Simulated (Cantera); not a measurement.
## Tantalum, niobium, vanadium and zirconium in process gases: V + O2 + N2

Charge: 1 mol V, 0.12 mol O2, 16 mol N2, at 0.278 Torr.

Equilibrium computed with Cantera from the NASA thermochemical tables; the gas is ideal and each condensed phase is pure. Candidate condensed phases: V, VN, VO, V2O3, V2O4, V2O5; 13 gas species. Mutual solubility and eutectic melting of coexisting phases are not modelled. VN, VO: taken at fixed stoichiometry. Condensed phases not in the tables: the oxides between V2O3 and V2O5 other than VO2, solid solutions among these carbides, nitrides and lower oxides, V2N, N, O or C dissolved in the metal. The numbers say what is thermodynamically allowed, not how fast it happens.

| T (K) | x N2 | x V | x VO | x VO2 | x O | n VN(s) | n V2O3(s) | n VO(s) | n V(s) |
|---|---|---|---|---|---|---|---|---|---|
| 1200 | 1.00 | <1e-12 | 2.51e-12 | 3.00e-11 | <1e-12 | 0.840 | 0.0800 | 0 | 0 |
| 1300 | 1.00 | 1.16e-12 | 1.96e-10 | 9.04e-10 | <1e-12 | 0.760 | 0 | 0.240 | 0 |
| 1400 | 1.00 | 1.37e-10 | 6.78e-9 | 1.16e-8 | <1e-12 | 0.760 | 0 | 0.240 | 0 |
| 1500 | 1.00 | 8.47e-9 | 1.44e-7 | 1.04e-7 | 7.53e-12 | 0.760 | 0 | 0.240 | 0 |
| 1600 | 1.000 | 3.11e-7 | 2.05e-6 | 6.94e-7 | 7.60e-11 | 0.760 | 0 | 0.240 | 0 |
| 1700 | 1.000 | 7.40e-6 | 2.10e-5 | 3.64e-6 | 5.83e-10 | 0.760 | 0 | 0.240 | 0 |
| 1800 | 1.000 | 0.000123 | 0.000165 | 1.56e-5 | 3.56e-9 | 0.758 | 0 | 0.237 | 0 |
| 1900 | 0.998 | 0.00126 | 0.00102 | 6.78e-5 | 2.14e-8 | 0 | 0 | 0.221 | 0.741 |
| 2000 | 0.988 | 0.00623 | 0.00525 | 0.000410 | 1.76e-7 | 0 | 0 | 0.142 | 0.666 |
| 2100 | 0.960 | 0.0262 | 0.0130 | 0.000676 | 6.75e-7 | 0 | 0 | 0 | 0.334 |
| 2200 | 0.941 | 0.0452 | 0.0132 | 0.000449 | 2.19e-6 | 0 | 0 | 0 | 0 |
| 2300 | 0.941 | 0.0452 | 0.0131 | 0.000490 | 1.03e-5 | 0 | 0 | 0 | 0 |
x: gas mole fraction; n: condensed amount in mol.

At 1200 K the condensed part is VN(s) + V2O3(s). From 1300 K to 1800 K the condensed part is VN(s) + VO(s). From 1900 K to 2000 K the condensed part is V(s) + VO(s). At 2100 K the condensed part is V(s). From 2200 K to 2300 K nothing is condensed.
